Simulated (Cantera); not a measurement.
A closed system holds: 1 mol B, 0.21 mol HCl, 1.3 mol O2, at 1002 °C and 24000 Pa.

Equilibrium computed with Cantera from the NASA thermochemical tables; the gas is ideal and each condensed phase is pure. Candidate condensed phases: B, B2O3, B3O3H3, H2O; 33 gas species. Gases not in the tables: H3BO3. Rates play no part.

Base state: O2 0.717, HCl 0.207, H2O 0.0366, Cl2 0.0352, Cl 0.00378, HBO2 0.000884, ClO 5.38e-5, (HBO2)3 3.07e-5 (mole fractions); condensed: B2O3(l).

What changes in the equilibrium state with this change: pressure from 24000 Pa to 1000 Pa?


```tsv
species	before	after
O2	0.717	0.715
HCl	0.207	0.233
H2O	0.0366	0.0207
Cl2	0.0352	0.0161
Cl	0.00378	0.0125
HBO2	0.000884	0.00326
(HBO2)3	3.07e-5	2.67e-6
HOCl	2.15e-5	4.94e-6
OH	9.18e-6	1.53e-5
ClO	5.38e-5	3.63e-5
B2O3(l), mol	0.500	0.499
```
